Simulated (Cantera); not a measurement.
A closed system holds: 1 mol CuF2, 1.4 mol N2, at 4.50 mbar.

Cantera equilibrium calculation (NASA polynomials, part measured and part estimated; ideal gas, pure solids and liquids). Candidate condensed phases: Cu, CuF2; 11 gas species. The numbers say what is thermodynamically allowed, not how fast it happens.

x: gas mole fraction; nothing condenses.

| T (K) | x N2 | x CuF2 | x CuF | x F | x F2 |
|---|---|---|---|---|---|
| 1273 | 0.582 | 0.414 | 0.00202 | 0.00202 | 2.68e-8 |
| 1298 | 0.582 | 0.413 | 0.00274 | 0.00274 | 3.64e-8 |
| 1323 | 0.581 | 0.411 | 0.00368 | 0.00368 | 4.90e-8 |
| 1348 | 0.580 | 0.410 | ___ | ___ | ___ |
| 1373 | 0.580 | 0.408 | 0.00640 | 0.00640 | 8.53e-8 |
| 1398 | 0.578 | 0.405 | 0.00830 | 0.00830 | 1.11e-7 |
| 1423 | 0.577 | 0.402 | 0.0107 | 0.0107 | 1.42e-7 |
| 1448 | 0.575 | 0.397 | 0.0136 | 0.0136 | 1.80e-7 |
| 1473 | 0.573 | 0.392 | ___ | ___ | ___ |
| 1498 | 0.571 | 0.386 | 0.0214 | 0.0214 | 2.81e-7 |

Task: Some entries are withheld; supply them.

Result: 
- 1348, x CuF: 0.00488
- 1348, x F: 0.00488
- 1348, x F2: 6.50e-8
- 1473, x CuF: 0.0171
- 1473, x F: 0.0171
- 1473, x F2: 2.26e-7
